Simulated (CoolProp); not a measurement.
Properties of CF4 (R14) along the isobar 1.01 bar (Tc = 227.4 K, pc = 37.62 bar, ω = 0.178).

Values from CoolProp's reference Helmholtz-energy equation of state, Platzer 1990. This equation is an older, rougher fit.

| T (K) | phase | density (kg/m³) | Prandtl number | fugacity coefficient |
|---|---|---|---|---|
| 168.5 | gas | 6.490 | 0.752 | 0.9781 |
| 180.3 | gas | 6.040 | 0.750 | 0.9819 |
| 192 | gas | 5.654 | 0.749 | 0.9849 |
| 203.8 | gas | 5.314 | 0.749 | 0.9873 |
| 215.5 | gas | 5.015 | 0.749 | 0.9893 |
| 227.3 | gas | 4.747 | 0.749 | 0.9909 |
| 239 | gas | 4.508 | 0.749 | 0.9922 |
| 250.8 | gas | 4.291 | 0.749 | 0.9933 |
| 262.5 | gas | 4.096 | 0.750 | 0.9942 |

Viscosity comes from a separate model (Huber 2003), an estimate that may be off by 10 % or more. Thermal conductivity comes from a separate model (Huber 2003), an estimate that may be off by 10 % or more.
